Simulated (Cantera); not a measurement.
Input: 1 mol H2O, 1 mol H2, equilibrated at 3075 °C.

Equilibrium computed with Cantera from the NASA thermochemical tables; the gas is ideal and each condensed phase is pure. Candidate condensed phases: H2O; 9 gas species. The ideal-gas law is rough above about 30 bar. The numbers say what is thermodynamically allowed, not how fast it happens.

x: gas mole fraction; nothing condenses.

```csv
P (Pa),x H,x H2,x H2O,x O,x OH,x O2
10,0.800,0.000377,1.78e-7,0.200,0.000159,3.67e-5
120,0.795,…,…,0.199,…,…
1400,0.744,0.0456,0.00278,0.184,0.0191,0.00436
17000,0.481,0.232,0.0922,0.0990,0.0807,0.0153
210000,…,…,…,…,…,…
2500000,0.0562,0.465,0.453,0.00165,0.0231,0.000622
30000000,0.0166,0.489,0.487,0.000140,0.00698,5.41e-5
```

Task: Some entries are withheld; supply them.

Result: 
- 120, x H2: 0.00446
- 120, x H2O: 2.52e-5
- 120, x OH: 0.00189
- 120, x O2: 0.000434
- 210000, x H: 0.179
- 210000, x H2: 0.398
- 210000, x H2O: 0.336
- 210000, x O: 0.0170
- 210000, x OH: 0.0638
- 210000, x O2: 0.00556
